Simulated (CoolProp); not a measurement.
R404A along the isobar 20000 kPa: density (kg/m³) from the reference equation and from simpler models built on Tc = 345.3 K, pc = 3735 kPa, ω = 0.293; each cubic takes its own stable root.

Computed with CoolProp (reference Helmholtz-energy equation of state, Lemmon 2003). It is a pseudo-pure fit of the blend.

```csv
T (K),phase,reference,van der Waals,Redlich-Kwong,Soave-Redlich-Kwong,Peng-Robinson
215.4,liquid,1385,839.8,1195,1222,1372
250.9,liquid,1294,806.3,1124,1152,1294
286.5,liquid,1199,771.1,1047,1070,1201
322.1,liquid,1098,734.3,965.3,976.6,1092
357.7,supercritical,988.6,695.9,879.6,872.6,968.8
393.3,supercritical,871.3,656.0,792.6,763.1,838.6
428.8,supercritical,753.5,615.3,708.0,658.5,715.6
464.4,supercritical,646.5,573.9,629.8,568.5,611.8
500,supercritical,559.1,533.0,561.3,497.0,531.1
```
